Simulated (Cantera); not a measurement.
What does this Cantera script print?

```python
import numpy as np
import cantera as ct

gas = ct.Solution("gri30.yaml")
gas.TPX = 1550, 2400000, {'CH3OH': 1, 'O2': 2.03, 'N2': 7.62, 'H2O': 2.8}
reactor = ct.IdealGasConstPressureReactor(gas, energy="on", clone=False)
net = ct.ReactorNet([reactor])
net.rtol, net.atol = 1e-08, 1e-16
show = ['CH3OH', 'O2', 'H2O', 'NO2', 'H2']
times = np.geomspace(2e-06, 0.2, 15)

steps = ct.SolutionArray(gas, extra=["t"])
rows = []
print(f"{'t/s':>10s}{'T/K':>9s}{'P/Pa':>11s}" + "".join(f"{s:>11s}" for s in show))
for t in times:
    while net.time < t:
        t_next = net.step()
        steps.append(gas.state, t=t_next)
    rows.append([np.interp(t, steps.t, y) for y in (steps.T, steps.P, *steps(*show).X.T)])
    print(f"{t:10.3e}{rows[-1][0]:9.1f}{rows[-1][1]:11.4g}" + "".join(f"{x:11.3e}" for x in rows[-1][2:]))
rate = np.gradient(steps.T, steps.t)
print("integrator steps:", len(steps.t))
if steps.T.max() > steps.T[0] + 200:
    print(f"time of steepest temperature rise: {steps.t[rate.argmax()]:.4e} s")
gas.TPX = 1550, 2400000, {'CH3OH': 1, 'O2': 2.03, 'N2': 7.62, 'H2O': 2.8}
gas.equilibrate("HP")
print(f"equilibrium (HP): T = {gas.T:.1f} K  " + "  ".join(f"{s} {gas[s].X[0]:.3e}" for s in show))
```

It prints:

```
       t/s      T/K       P/Pa      CH3OH         O2        H2O        NO2         H2
 2.000e-06   1550.2    2.4e+06  7.329e-02  1.503e-01  2.085e-01  2.689e-14  3.876e-04
 4.552e-06   1566.3    2.4e+06  6.280e-02  1.445e-01  2.134e-01  3.168e-12  4.571e-03
 1.036e-05   2521.2    2.4e+06  2.010e-15  4.221e-02  3.297e-01  3.666e-08  4.673e-03
 2.358e-05   2580.8    2.4e+06  2.864e-16  3.834e-02  3.335e-01  1.608e-07  3.043e-03
 5.365e-05   2580.5    2.4e+06  2.856e-16  3.825e-02  3.335e-01  4.625e-07  3.042e-03
 1.221e-04   2579.9    2.4e+06  2.856e-16  3.806e-02  3.336e-01  1.134e-06  3.041e-03
 2.779e-04   2578.5    2.4e+06  2.855e-16  3.765e-02  3.336e-01  2.580e-06  3.038e-03
 6.325e-04   2575.8    2.4e+06  2.853e-16  3.684e-02  3.337e-01  5.418e-06  3.034e-03
 1.439e-03   2571.5    2.4e+06  2.852e-16  3.557e-02  3.338e-01  9.742e-06  3.029e-03
 3.276e-03   2567.8    2.4e+06  2.854e-16  3.450e-02  3.340e-01  1.330e-05  3.025e-03
 7.455e-03   2566.9    2.4e+06  2.854e-16  3.425e-02  3.340e-01  1.414e-05  3.024e-03
 1.697e-02   2566.9    2.4e+06  2.854e-16  3.424e-02  3.340e-01  1.416e-05  3.024e-03
 3.861e-02   2566.9    2.4e+06  2.854e-16  3.424e-02  3.340e-01  1.416e-05  3.024e-03
 8.788e-02   2566.9    2.4e+06  2.854e-16  3.424e-02  3.340e-01  1.416e-05  3.024e-03
 2.000e-01   2566.9    2.4e+06  2.854e-16  3.424e-02  3.340e-01  1.416e-05  3.024e-03
integrator steps: 1649
time of steepest temperature rise: 7.7474e-06 s
equilibrium (HP): T = 2566.9 K  CH3OH 2.979e-16  O2 3.424e-02  H2O 3.340e-01  NO2 1.416e-05  H2 3.024e-03
```

Detailed kinetics in Cantera: GRI-Mech 3.0 (53 species, 325 reactions). GRI-Mech 3.0 was tuned for natural gas; its chemistry of methanol as a main component is partial and can be far from experiment. The pressure lies above the range GRI-Mech 3.0 was tuned for (to about 10 atm).
